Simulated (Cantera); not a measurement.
A closed system holds: 1 mol c-C4F8, 0.15 mol H2, held at 2377 °C.

These are equilibrium values from Cantera (NASA tables, ideal gas, pure condensed phases), not measurements of a reactor. Candidate condensed phases: C, C6H6, C7H8, C8H18; 95 gas species. The feed counts by its element totals alone. Gases not in the tables: C2F6 and larger saturated fluorocarbons. Kinetics and transport are ignored.

Q: What share of the C ends up in condensed phases as a function of P (Pa), at 1, 3.60, 13, 46, 170, 600, 2200, 7700, 28000, 100000?

A: 
| P (Pa) | C condensed (%) | as |
|---|---|---|
| 1 | 0.0 | - |
| 3.60 | 0.0 | - |
| 13 | 64.9 | C(graphite) |
| 46 | 81.2 | C(graphite) |
| 170 | 79.9 | C(graphite) |
| 600 | 66.7 | C(graphite) |
| 2200 | 46.3 | C(graphite) |
| 7700 | 32.3 | C(graphite) |
| 28000 | 31.5 | C(graphite) |
| 100000 | 37.9 | C(graphite) |
